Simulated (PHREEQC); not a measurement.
1.1 g of hydrous ferric oxide (600 m²/g; 0.2 weak and 0.005 strong sites per Fe, Dzombak-Morel constants, diffuse double layer) in 1 kg of water with 0.05 mol/kgw of an inert sodium salt and 0.015 mmol/kgw NiCl2 and 0.003 mmol/kgw ZnSO4, at 25 °C; the pH is set by adding NaOH or the inert anion's acid. Oxygen alone is held at its pressure in air (log pO2 = -0.68). CO2 from the air is kept out. Nothing may precipitate in this run.

Base run: PHREEQC, ion-association model, wateq4f.dat. Each further column changes one thing. The table gives S sorbed (%).

```
pH   base  no electrostatic term (-no_edl)  background salt from 0.05 to 0.005 mol/kgw  oxide from 1.1 to 5.5 g/kgw  0.0022 mol/kgw NaH2PO4 added
---  ----  -------------------------------  ------------------------------------------  ---------------------------  ----------------------------
3    99.9                              0.3                                       100.0                        100.0                             ?
4    99.9                              0.3                                       100.0                        100.0                           1.8
4.5  99.8                              0.3                                       100.0                        100.0                             ?
5.5  98.0                              0.3                                        99.7                         99.6                           0.0
6    92.2                              0.3                                        98.5                         98.3                           0.0
7    29.3                              0.4                                        54.4                         66.6                           0.0
8     0.8                              0.5                                         1.5                            ?                           0.0
8.5   0.1                              0.4                                           ?                          0.5                           0.0
9.5   0.0                              0.1                                         0.0                          0.0                           0.0
10    0.0                              0.0                                         0.0                          0.0                           0.0
11    0.0                              0.0                                         0.0                          0.0                           0.0
```

Task: What belongs in the gaps?

Result: 
- 3, 0.0022 mol/kgw NaH2PO4 added: 6.4
- 4.5, 0.0022 mol/kgw NaH2PO4 added: 0.6
- 8, oxide from 1.1 to 5.5 g/kgw: 3.9
- 8.5, background salt from 0.05 to 0.005 mol/kgw: 0.2

The oxide is taken as insoluble; below pH 4 it would dissolve. In at least one series the solution becomes supersaturated in solids that the run did not let form, among them Ni(OH)2. H3PO4, which wateq4f.dat lacks, is added to it with the constant of phreeqc.dat. The database has no phosphate complexes of Zn, Ni.
